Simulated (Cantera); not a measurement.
A Cantera script and what it prints.

```python
import numpy as np
import cantera as ct

gas_names = """
    AL ALN AL2 N N2
""".split()
cond_names = """
    AL(cr) AL(L) ALN(s)
""".split()


# ... load() reads the species with a 1 bar reference pressure and builds the phases ...
atoms = {
    'Al': {'AL': 1},
    'N2': {'N': 2},
}
top_T = {'ALN(s)': 2750}  # K; cautious upper limits of use, not melting points


# ... equilibrate(T, P, feed) seeds the gas with the atoms and calls Mixture.equilibrate('TP', solver="vcs", rtol=1e-11, max_steps=5000) ...
results = []
feed = {'Al': 1, 'N2': 97}  # mol
P = 24  # Pa
for T in [675, 775, 875, 975, 1075, 1175, 1275, 1375, 1475, 1575, 1675, 1775, 1875]:
    mix = equilibrate(T, P, feed)
    results.append((T, P, feed, dict(zip(mix.species_names, mix.species_moles))))
    x = sorted(zip(gas.X, gas.species_names), reverse=True)
    print(f"T = {T:g} K  P = {P:g} Pa  gas = {mix.phase_moles(0):.4g} mol")
    print("   x: " + "  ".join(f"{s} {v:.3e}" for v, s in x if v > 1e-06))
    print("   condensed (mol): " + ("  ".join(f"{mix.phase(i).name} {mix.phase_moles(i):.4g}"
          for i in range(1, mix.n_phases) if mix.phase_moles(i) > 1e-12) or "none"))
```

It prints:

```
T = 675 K  P = 24 Pa  gas = 96.5 mol
   x: N2 1.000e+00
   condensed (mol): ALN(s) 1
T = 775 K  P = 24 Pa  gas = 96.5 mol
   x: N2 1.000e+00
   condensed (mol): ALN(s) 1
T = 875 K  P = 24 Pa  gas = 96.5 mol
   x: N2 1.000e+00
   condensed (mol): ALN(s) 1
T = 975 K  P = 24 Pa  gas = 96.5 mol
   x: N2 1.000e+00
   condensed (mol): ALN(s) 1
T = 1075 K  P = 24 Pa  gas = 96.5 mol
   x: N2 1.000e+00
   condensed (mol): ALN(s) 1
T = 1175 K  P = 24 Pa  gas = 96.5 mol
   x: N2 1.000e+00
   condensed (mol): ALN(s) 1
T = 1275 K  P = 24 Pa  gas = 96.5 mol
   x: N2 1.000e+00
   condensed (mol): ALN(s) 1
T = 1375 K  P = 24 Pa  gas = 96.5 mol
   x: N2 1.000e+00
   condensed (mol): ALN(s) 1
T = 1475 K  P = 24 Pa  gas = 96.5 mol
   x: N2 1.000e+00  AL 6.997e-06
   condensed (mol): ALN(s) 0.9993
T = 1575 K  P = 24 Pa  gas = 96.53 mol
   x: N2 9.998e-01  AL 1.890e-04
   condensed (mol): ALN(s) 0.9818
T = 1675 K  P = 24 Pa  gas = 97 mol
   x: N2 9.966e-01  AL 3.430e-03
   condensed (mol): ALN(s) 0.6673
T = 1775 K  P = 24 Pa  gas = 98 mol
   x: N2 9.898e-01  AL 1.020e-02
   condensed (mol): none
T = 1875 K  P = 24 Pa  gas = 98 mol
   x: N2 9.898e-01  AL 1.020e-02
   condensed (mol): none
```

Equilibrium computed with Cantera from the NASA thermochemical tables; the gas is ideal and each condensed phase is pure.
